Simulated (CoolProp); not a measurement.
The numbers come from the reference Helmholtz-energy equation of state, Thol 2018 in CoolProp.

Question: For hydrogen chloride, give the phase and the cv (kJ/(kg K)), speed of sound (m/s), Joule-Thomson coefficient (K/MPa) at 74.05 °C and 0.221 MPa; 49.35 °C and 0.128 MPa.

Answer: 
- 74.05 °C and 0.221 MPa: gas; cv 0.576, speed of sound 331, Joule-Thomson coefficient 11.1
- 49.35 °C and 0.128 MPa: gas; cv 0.575, speed of sound 320, Joule-Thomson coefficient 13.1
